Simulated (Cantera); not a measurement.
A perfectly stirred reactor is fed with 38.2 % H2, 29.4 % O2, 32.4 % N2, equivalence ratio 0.65, at 0.188 atm; it is held at 1100 K, and followed from long to short residence time.

Model: the H2/O2 subset of GRI-Mech 3.0, which has no nitrogen chemistry, integrated in Cantera. The temperature is held fixed by assumption; the heat of reaction is taken as removed at once.

x: mole fraction; the columns are a selection and need not sum to one.

```
τ (s)        x H2   x O2       x O       x H    x HO2  x H2O
-------  --------  -----  --------  --------  -------  -----
16       0.000125  0.127   5.15e-6   9.37e-7  3.94e-6  0.473
4.6      0.000293  0.127   1.30e-5   3.27e-6  8.34e-6  0.472
1.3      0.000680  0.127   3.34e-5   1.16e-5  1.62e-5  0.472
0.39      0.00147  0.128   8.11e-5   3.85e-5  2.68e-5  0.471
0.12            …  0.128         …         …        …  0.469
0.034     0.00628  0.130  0.000441  0.000432  5.11e-5  0.464
0.0099     0.0125  0.132  0.000968   0.00144  6.10e-5  0.455
0.0029     0.0244  0.137   0.00203   0.00460  6.82e-5  0.437
0.00085         …  0.146         …         …  7.26e-5      …
```

Q: Some entries are withheld; supply them.

A: 
- 0.12, x H2: 0.00301
- 0.12, x O: 0.000188
- 0.12, x H: 0.000124
- 0.12, x HO2: 3.88e-5
- 0.00085, x H2: 0.0463
- 0.00085, x O: 0.00406
- 0.00085, x H: 0.0137
- 0.00085, x H2O: 0.401
